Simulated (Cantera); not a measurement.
Charge: 1 mol MgSO4, 4 mol H2O, held at 848.15 K.

Method: chemical equilibrium by Gibbs-energy minimisation in Cantera with the NASA 1993 tables (ideal gas, pure condensed phases). Candidate condensed phases: H2O, H2SO4, Mg, MgO, Mg(OH)2, MgS, MgSO4, S; 26 gas species. Equilibrium is a limit: real reactors are often held back by kinetics, nucleation or transport.

At 3200 Pa, list the 3 most abundant gas species with their mole fractions, and the condensed phases.

H2O 1.000, SO2 3.49e-5, O2 1.75e-5. Condensed: MgO(s) + MgSO4(s).
